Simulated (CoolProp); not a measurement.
Vapour-liquid equilibrium of propane (1) + isohexane (2) at 234.3 K; x and y are mole fractions of (1).

The numbers come from the multi-fluid Helmholtz-energy mixture model, Lemmon 2009 and Lemmon 2006; pair parameters Bell 2016 in CoolProp.

```json
[
 {"x": "0.05", "bubble pressure, mixture model (MPa)": "?", "bubble pressure, Raoult's law (MPa)": "0.006629", "y, mixture model": "0.890", "y, Raoult's law": "0.881"},
 {"x": "0.2", "bubble pressure, mixture model (MPa)": "?", "bubble pressure, Raoult's law (MPa)": "0.02402", "y, mixture model": "?", "y, Raoult's law": "0.972"},
 {"x": "0.35", "bubble pressure, mixture model (MPa)": "?", "bubble pressure, Raoult's law (MPa)": "0.04140", "y, mixture model": "0.987", "y, Raoult's law": "0.987"},
 {"x": "0.5", "bubble pressure, mixture model (MPa)": "?", "bubble pressure, Raoult's law (MPa)": "0.05879", "y, mixture model": "?", "y, Raoult's law": "0.993"},
 {"x": "0.65", "bubble pressure, mixture model (MPa)": "0.07718", "bubble pressure, Raoult's law (MPa)": "0.07618", "y, mixture model": "0.996", "y, Raoult's law": "0.996"},
 {"x": "0.8", "bubble pressure, mixture model (MPa)": "?", "bubble pressure, Raoult's law (MPa)": "0.09357", "y, mixture model": "0.998", "y, Raoult's law": "0.998"},
 {"x": "0.95", "bubble pressure, mixture model (MPa)": "0.1108", "bubble pressure, Raoult's law (MPa)": "0.1110", "y, mixture model": "?", "y, Raoult's law": "1.000"}
]
```

Fill in the missing entries.


- 0.05, bubble pressure, mixture model (MPa): 0.007278
- 0.2, bubble pressure, mixture model (MPa): 0.02592
- 0.2, y, mixture model: 0.973
- 0.35, bubble pressure, mixture model (MPa): 0.04363
- 0.5, bubble pressure, mixture model (MPa): 0.06062
- 0.5, y, mixture model: 0.992
- 0.8, bubble pressure, mixture model (MPa): 0.09370
- 0.95, y, mixture model: 0.999

The largest gap from Raoult's law is +9.8 % in bubble pressure, at x = 0.05. No azeotrope shows between x = 0.05 and 0.95.

The pair parameters rest on a limited set of measurements; away from them the model extrapolates.
